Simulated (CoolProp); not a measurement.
A Linde-Hampson liquefier for nitrogen: isothermal reversible compression at 290 K from 1 atm to 40 MPa, throttling to 1 atm, return gas leaving the recuperator 10 K below the feed. Each further row changes one setting.

Computed with CoolProp (reference Helmholtz-energy equation of state, Span 2000).

```csv
case,liquid yield per pass,compression work (kJ/kg of gas)
as stated,___,522
high pressure 80 MPa,___,610
warm-end temperature 320 K,___,___
warm-end gap 15 K,___,522
```

Q: Fill in the missing entries.

A: 
- as stated, liquid yield per pass: 0.080
- high pressure 80 MPa, liquid yield per pass: 0.040
- warm-end temperature 320 K, liquid yield per pass: 0.053
- warm-end temperature 320 K, compression work (kJ/kg of gas): 580
- warm-end gap 15 K, liquid yield per pass: 0.068
